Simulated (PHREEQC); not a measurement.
## Ultrapure water in contact with air or piping: an equilibrium model

A made-up water analysis in mg/L, 52 °C, pH 6.05, pe 10.7: Na 0.0476; K 0.00682; Ca 0.132; Mg 0.0234; Cl 0.177; S(6) as SO4 0.0209; Alkalinity as HCO3 0.319; Cd 0.0118.

Valence states are taken as typed.

Computed with PHREEQC (ion-association model, phreeqc.dat).

No solid was allowed to form.

Question: What charge-balance error does the model give?

Answer: charge-balance error 1.3 %.

Question: In which forms is C present?

Answer: CO2 63 %, HCO3- 37 % of the C.

At this temperature some constants are extrapolated from 25 °C, and those without enthalpy data are left unchanged.
